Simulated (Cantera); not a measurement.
**Equilibrium for silicon nitride deposition: SiH₄ + NH₃ + N₂**

Charge: 1 mol SiH₄, 1.3 mol NH₃, 5.3 mol N₂, equilibrated at 1200 Pa.

Equilibrium computed with Cantera from the NASA thermochemical tables; the gas is ideal and each condensed phase is pure. Candidate condensed phases: Si, Si₃N₄; 18 gas species. The tables' values for SiN are old estimates; treat these amounts as uncertain. Gases not in the tables: Si₂H₆ and higher silanes. The numbers say what is thermodynamically allowed, not how fast it happens.

| T (°C) | x N₂ | x H₂ | x H | x Si | x SiH | x Si₂N | x SiN | n Si₃N₄(s) | n Si(l) |
|---|---|---|---|---|---|---|---|---|---|
| 1250 | 0.572 | 0.428 | 0.000138 | 7.33e-8 | 1.54e-8 | 5.34e-10 | 7.09e-9 | 0.333 | 0 |
| 1300 | 0.572 | 0.428 | 0.000243 | 4.14e-7 | 7.13e-8 | 4.82e-9 | 3.27e-8 | 0.333 | 0 |
| 1350 | 0.572 | 0.428 | 0.000413 | 2.09e-6 | 3.01e-7 | 3.79e-8 | 1.37e-7 | 0.333 | 0 |
| 1400 | 0.572 | 0.427 | 0.000680 | 9.61e-6 | 1.16e-6 | 2.62e-7 | 5.28e-7 | 0.333 | 0 |
| 1450 | 0.572 | 0.427 | 0.00109 | 4.03e-5 | 4.15e-6 | 1.62e-6 | 1.87e-6 | 0.333 | 0 |
| 1500 | 0.572 | 0.426 | 0.00170 | 0.000156 | 1.37e-5 | 8.99e-6 | 6.19e-6 | 0.333 | 0 |
| 1550 | 0.600 | 0.397 | 0.00249 | 0.000368 | 2.72e-5 | 2.03e-5 | 1.29e-5 | 0 | 0.995 |
| 1600 | 0.599 | 0.396 | 0.00371 | 0.000735 | 4.72e-5 | 3.34e-5 | 2.24e-5 | 0 | 0.991 |
| 1650 | 0.598 | 0.395 | 0.00540 | 0.00141 | 7.96e-5 | 5.34e-5 | 3.78e-5 | 0 | 0.983 |
| 1700 | 0.597 | 0.392 | 0.00772 | 0.00263 | 0.000131 | 8.33e-5 | 6.18e-5 | 0 | 0.969 |
| 1750 | 0.595 | 0.389 | 0.0108 | 0.00474 | 0.000208 | 0.000127 | 9.88e-5 | 0 | 0.945 |
| 1800 | 0.591 | 0.385 | 0.0149 | 0.00831 | 0.000325 | 0.000189 | 0.000154 | 0 | 0.904 |
| 1850 | 0.586 | 0.379 | 0.0202 | 0.0142 | 0.000494 | 0.000276 | 0.000235 | 0 | 0.837 |
x: gas mole fraction; n: condensed amount in mol.

From 1250 °C to 1500 °C the condensed part is Si₃N₄(s). From 1550 °C to 1850 °C the condensed part is Si(l). The main Si-bearing gas is Si throughout.
